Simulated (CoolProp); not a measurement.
Saturation properties of hydrogen chloride (Tc = 324.7 K, pc = 8.314 MPa, ω = 0.130).

Values from CoolProp's reference Helmholtz-energy equation of state, Thol 2018.

```csv
T (K),p (MPa),liquid density (kg/m³),vapour density (kg/m³),enthalpy of vaporisation (kJ/kg),liquid cp (kJ/(kg K))
234.3,0.7978,1061,16.90,385.1,1.748
238.2,0.9137,1049,19.27,379.0,1.764
242.1,1.042,1037,21.90,372.7,1.781
245.9,1.179,1025,24.74,366.3,1.800
249.8,1.333,1012,27.96,359.5,1.822
253.7,1.502,999.1,31.51,352.4,1.847
257.6,1.686,985.7,35.44,344.9,1.875
261.5,1.886,971.9,39.78,337.1,1.907
265.4,2.103,957.6,44.59,329.0,1.943
```

It boils at 188.2 K under 1 atm.
